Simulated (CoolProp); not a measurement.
Values from CoolProp's reference Helmholtz-energy equation of state, Zhou 2011.

### Question
For dimethyl carbonate, give the phase and the density (kg/m³), cp (kJ/(kg K)) at 131.55 °C and 66.8 bar; 149.65 °C and 66.8 bar; 203.85 °C and 66.8 bar.

### Answer
- 131.55 °C and 66.8 bar: liquid; density 925, cp 2.05
- 149.65 °C and 66.8 bar: liquid; density 898, cp 2.10
- 203.85 °C and 66.8 bar: liquid; density 809, cp 2.28
